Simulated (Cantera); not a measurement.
A Cantera script and its output.

```python
import numpy as np
import cantera as ct

gas = ct.Solution("gri30.yaml")
gas.TPX = 375, 1000000, {'CO': 1, 'H2': 0.61, 'O2': 0.619, 'N2': 2.33, 'CO2': 1.3}
flame = ct.FreeFlame(gas, width=0.008)
flame.set_refine_criteria(ratio=3, slope=0.08, curve=0.16)
flame.transport_model = "unity-Lewis-number"
flame.solve(loglevel=0, auto=True)
z, T = flame.grid, flame.T
thick = (T[-1] - T[0]) / np.gradient(T, z).max()
show = ['CO', 'H2', 'O2', 'H2O2', 'NO2', 'HO2']
print(f"laminar burning velocity  {flame.velocity[0] * 100:.3f} cm/s")
print(f"burnt temperature         {T[-1]:.1f} K")
print(f"thermal thickness         {thick * 1e3:.4f} mm")
print(f"grid points               {len(z)}")
z0 = z[flame.heat_release_rate.argmax()]
print(f"{'z/mm':>9s}{'T/K':>9s}{'u/(m/s)':>9s}" + "".join(f"{s:>11s}" for s in show))
rows = []
for k in (-3, -2, -1.5, -1, -0.5, -0.25, 0, 0.25, 0.5, 1, 2, 4, 8):
    zz = z0 + k * thick
    rows.append([k * thick, np.interp(zz, z, T), np.interp(zz, z, flame.velocity),
                 *(np.interp(zz, z, flame.X[gas.species_index(s)]) for s in show)])
    print(f"{rows[-1][0] * 1e3:9.3f}{rows[-1][1]:9.1f}{rows[-1][2]:9.3f}" + "".join(f"{x:11.3e}" for x in rows[-1][3:]))
```

Result:

```
laminar burning velocity  25.556 cm/s
burnt temperature         1863.1 K
thermal thickness         0.0657 mm
grid points               114
     z/mm      T/K  u/(m/s)         CO         H2         O2       H2O2        NO2        HO2
   -0.197    376.0    0.256  1.706e-01  1.040e-01  1.056e-01  3.376e-07  2.126e-09  1.169e-07
   -0.131    383.5    0.261  1.703e-01  1.036e-01  1.052e-01  2.805e-06  1.772e-08  1.029e-06
   -0.099    402.6    0.274  1.695e-01  1.023e-01  1.041e-01  8.988e-06  5.708e-08  3.640e-06
   -0.066    487.5    0.330  1.659e-01  9.660e-02  9.923e-02  3.468e-05  2.229e-07  2.008e-05
   -0.033    803.9    0.532  1.513e-01  7.372e-02  7.968e-02  1.104e-04  6.016e-07  1.407e-04
   -0.016   1112.5    0.720  1.353e-01  4.874e-02  5.830e-02  1.226e-04  2.851e-07  3.334e-04
    0.000   1457.6    0.918  1.129e-01  1.827e-02  3.100e-02  9.150e-06  1.491e-08  1.753e-04
    0.016   1645.3    1.021  9.412e-02  6.908e-03  1.526e-02  2.101e-06  9.661e-09  6.209e-05
    0.033   1729.6    1.066  8.318e-02  5.412e-03  8.830e-03  1.275e-06  8.203e-09  2.980e-05
    0.066   1798.7    1.102  7.381e-02  5.143e-03  3.929e-03  6.479e-07  5.901e-09  1.108e-05
    0.131   1838.4    1.123  6.874e-02  4.988e-03  1.316e-03  2.683e-07  3.494e-09  3.096e-06
    0.263   1855.1    1.131  6.682e-02  4.901e-03  3.322e-04  8.221e-08  1.662e-09  5.894e-07
    0.526   1860.6    1.134  6.630e-02  4.876e-03  7.677e-05  1.983e-08  7.068e-10  8.573e-08
```

Detailed kinetics in Cantera: GRI-Mech 3.0 (53 species, 325 reactions). The hydrogen kinetics of GRI-Mech 3.0 are dated; newer H2 mechanisms differ, most at raised pressure. Unity Lewis numbers drop preferential diffusion, which matters most where H2 and H carry the flame. Burning velocities carry a grid error of a few per cent, more on coarse grids.
